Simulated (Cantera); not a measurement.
## Thermodynamics of fluorocarbon and chlorocarbon gases, feed c-C₄F₈ + HCl

A closed system holds: 1 mol c-C₄F₈, a varied amount of HCl, equilibrated at 1573.15 K and 0.100 bar.

These are equilibrium values from Cantera (NASA tables, ideal gas, pure condensed phases), not measurements of a reactor. Candidate condensed phases: C, C₆H₆, C₇H₈, C₈H₁₈; 118 gas species. The feed counts by its element totals alone. Gases not in the tables: C₂F₆ and larger saturated fluorocarbons. Kinetics and transport are ignored.

```csv
n(HCl) (mol),log p CF₄,log p HF,log p Cl₂,log p Cl,log p HCl,log p CClF₃,log p CF₂,log p CCl₂F₂,n C(graphite)
0.29,-1.10,-1.95,-2.58,-2.32,-3.05,-2.97,-4.47,-4.94,2.06
0.38,-1.13,-1.86,-2.46,-2.26,-2.89,-2.93,-4.48,-4.83,2.08
0.48,-1.15,-1.79,-2.36,-2.21,-2.76,-2.90,-4.49,-4.75,2.10
0.62,-1.19,-1.71,-2.26,-2.16,-2.62,-2.88,-4.51,-4.67,2.13
0.79,-1.23,-1.65,-2.17,-2.11,-2.50,-2.87,-4.53,-4.60,2.16
1,-1.28,-1.59,-2.10,-2.08,-2.39,-2.87,-4.56,-4.55,2.20
1.3,-1.35,-1.53,-2.02,-2.04,-2.28,-2.88,-4.59,-4.51,2.26
1.7,-1.42,-1.48,-1.95,-2.01,-2.18,-2.90,-4.63,-4.48,2.34
2.1,-1.49,-1.44,-1.91,-1.98,-2.10,-2.93,-4.66,-4.47,2.42
2.7,-1.59,-1.41,-1.87,-1.96,-2.02,-2.99,-4.71,-4.48,2.53
```
log p: log10 of the partial pressure in bar; n: condensed amount in mol.

From 0.29 mol HCl to 2.7 mol HCl the condensed part is C(graphite). The main C-bearing gas is CF₄ throughout. The share of C in condensed phases is highest at 2.7 mol HCl (63.2 %) and lowest at 0.29 mol HCl (51.5 %).
